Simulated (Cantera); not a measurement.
An isothermal plug-flow reactor at 798 K and 1.20 bar (inlet), inlet velocity 4.1 m/s, active area per volume 800 1/m; feed CH₄ : O₂ : N₂ = 0.0047 : 0.023 : 0.79 (molar parts), equivalence ratio 0.41.

Computed with Cantera and Deutschmann's 1995 Pt surface mechanism with GRI-Mech 3.0 gas chemistry. Catalytic surfaces can have several steady states; this one follows from the mechanism file's or the stated starting coverage. Mass transfer to the wall is taken as infinitely fast.

Question: What does this change do: pressure from 1.20 bar to 0.890 bar?

Answer: 
| quantity | before | after |
|---|---|---|
| x(CH₄) at z = 0.072 m | 0.00547 | 0.00539 |
| x(O₂) at z = 0.072 m | 0.0276 | 0.0274 |
| x(H₂O) at z = 0.072 m | 0.000548 | 0.000706 |
| x(CO₂) at z = 0.072 m | 0.000273 | 0.000352 |
| x(CO) at z = 0.072 m | 8.62e-7 | 8.86e-7 |
| θ(free Pt) at the exit | 0.0566 | 0.0635 |
| θ(O*) at the exit | 0.943 | 0.936 |

Question: What does this change do: temperature 798 to 1123 K?

Answer: 
| quantity | before | after |
|---|---|---|
| x(CH₄) at z = 0.072 m | 0.00547 | 9.27e-6 |
| x(O₂) at z = 0.072 m | 0.0276 | 0.0167 |
| x(H₂O) at z = 0.072 m | 0.000548 | 0.0114 |
| x(CO₂) at z = 0.072 m | 0.000273 | 0.00569 |
| x(CO) at z = 0.072 m | 8.62e-7 | 1.83e-8 |
| θ(free Pt) at the exit | 0.0566 | 0.440 |
| θ(O*) at the exit | 0.943 | 0.558 |
